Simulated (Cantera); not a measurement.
Cantera run, input and output.

```python
import numpy as np
import cantera as ct

gas = ct.Solution("gri30.yaml")
gas.TPX = 1300, 101325, {'CH4': 1, 'O2': 6.06, 'N2': 22.8}
reactor = ct.IdealGasReactor(gas, energy="on", clone=False)
net = ct.ReactorNet([reactor])
net.rtol, net.atol = 1e-08, 1e-16
show = ['CH4', 'O2', 'CH3', 'NO', 'N2O']
times = np.geomspace(5e-06, 0.6, 11)

steps = ct.SolutionArray(gas, extra=["t"])
rows = []
print(f"{'t/s':>10s}{'T/K':>9s}{'P/Pa':>11s}" + "".join(f"{s:>11s}" for s in show))
for t in times:
    while net.time < t:
        t_next = net.step()
        steps.append(gas.state, t=t_next)
    rows.append([np.interp(t, steps.t, y) for y in (steps.T, steps.P, *steps(*show).X.T)])
    print(f"{t:10.3e}{rows[-1][0]:9.1f}{rows[-1][1]:11.4g}" + "".join(f"{x:11.3e}" for x in rows[-1][2:]))
rate = np.gradient(steps.T, steps.t)
print("integrator steps:", len(steps.t))
if steps.T.max() > steps.T[0] + 200:
    print(f"time of steepest temperature rise: {steps.t[rate.argmax()]:.4e} s")
gas.TPX = 1300, 101325, {'CH4': 1, 'O2': 6.06, 'N2': 22.8}
gas.equilibrate("UV")
print(f"equilibrium (UV): T = {gas.T:.1f} K  " + "  ".join(f"{s} {gas[s].X[0]:.3e}" for s in show))
```

It prints:

```
       t/s      T/K       P/Pa        CH4         O2        CH3         NO        N2O
 5.000e-06   1300.0  1.013e+05  3.349e-02  2.029e-01  9.826e-09  6.209e-20  3.011e-15
 1.610e-05   1300.0  1.013e+05  3.349e-02  2.029e-01  3.285e-08  4.375e-19  1.634e-14
 5.186e-05   1300.0  1.013e+05  3.349e-02  2.029e-01  1.115e-07  2.556e-18  1.187e-13
 1.670e-04   1300.0  1.013e+05  3.349e-02  2.029e-01  4.218e-07  2.002e-17  1.048e-12
 5.378e-04   1300.0  1.013e+05  3.349e-02  2.029e-01  2.242e-06  2.560e-16  9.696e-12
 1.732e-03   1300.3  1.013e+05  3.343e-02  2.029e-01  1.927e-05  6.914e-15  7.985e-11
 5.578e-03   1313.7  1.024e+05  3.158e-02  2.016e-01  9.666e-05  4.725e-13  1.485e-09
 1.796e-02   2195.8  1.714e+05  6.142e-22  1.347e-01  4.021e-21  4.797e-04  6.592e-07
 5.785e-02   2191.9  1.711e+05  5.747e-22  1.340e-01  3.725e-21  1.919e-03  6.543e-07
 1.863e-01   2183.1  1.704e+05  4.912e-22  1.323e-01  3.109e-21  5.237e-03  6.493e-07
 6.000e-01   2173.9  1.697e+05  4.157e-22  1.307e-01  2.568e-21  8.665e-03  6.526e-07
integrator steps: 1830
time of steepest temperature rise: 6.5772e-03 s
equilibrium (UV): T = 2172.5 K  CH4 6.397e-22  O2 1.304e-01  CH3 3.936e-21  NO 9.195e-03  N2O 6.538e-07
```

Cantera simulation using GRI-Mech 3.0 (53 species, 325 reactions); the numbers are that mechanism's predictions, not measurements.
